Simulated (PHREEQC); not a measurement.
0.012 g of hydrous ferric oxide (600 m²/g; 0.2 weak and 0.005 strong sites per Fe, Dzombak-Morel constants, diffuse double layer) in 1 kg of water with 0.005 mol/kgw of an inert sodium salt and 2.1e-06 mol/kgw CuSO4 and 4.8e-07 mol/kgw Ag2SO4, at 25 °C; the pH is set by adding NaOH or the inert anion's acid. Oxygen is held at 0.21 atm. No CO2 enters from the air. Precipitation was switched off in this run.

Base run: PHREEQC, ion-association model, wateq4f.dat. Each further column changes one thing. The table gives Cu sorbed (%).

| pH | base | no electrostatic term (-no_edl) | background salt from 0.005 to 0.0005 mol/kgw | oxide from 0.012 to 0.06 g/kgw | 3.9e-06 mol/kgw CuCl2 added |
|---|---|---|---|---|---|
| 4 | 0.1 | 0.2 | 0.1 | 0.6 | 0.1 |
| 5 | 7.2 | 14.6 | 6.7 | 24.5 | 5.8 |
| 6 | 57.4 | 84.7 | 57.8 | 93.2 | 44.2 |
| 6.5 | 86.3 | 97.6 | 86.4 | 98.9 | 75.2 |
| 7.5 | 96.7 | 99.2 | 96.6 | 99.8 | 91.1 |
| 8.5 | 96.3 | 93.5 | 96.3 | 99.7 | 90.2 |
| 9.5 | 95.0 | 33.1 | 95.5 | 99.7 | 88.3 |
| 10 | 93.9 | 6.4 | 95.0 | 99.6 | 86.6 |
| 11 | 88.8 | 0.1 | 92.2 | 99.3 | 79.1 |
| 12 | 55.3 | 0.0 | 61.4 | 95.2 | 45.2 |

The database's constant for dissolved Cu(OH)2 is higher than later reviews accept.
